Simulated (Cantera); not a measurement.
Charge: 1 mol SiCl4, 0.92 mol Cl2, 0.57 mol H2, at 1250 K and 0.133 bar.

These are equilibrium values from Cantera (NASA tables, ideal gas, pure condensed phases), not measurements of a reactor. Candidate condensed phases: Si; 19 gas species. The numbers say what is thermodynamically allowed, not how fast it happens.

Base state: HCl 0.456, SiCl4 0.400, Cl2 0.136, Cl 0.00788 (mole fractions); condensed: gas only.

What changes in the equilibrium state with this change: temperature from 1250 K to 500 K?


```tsv
species	before	after
HCl	0.456	0.458
SiCl4	0.400	0.402
Cl2	0.136	0.141
Cl	0.00788	<1e-9
```
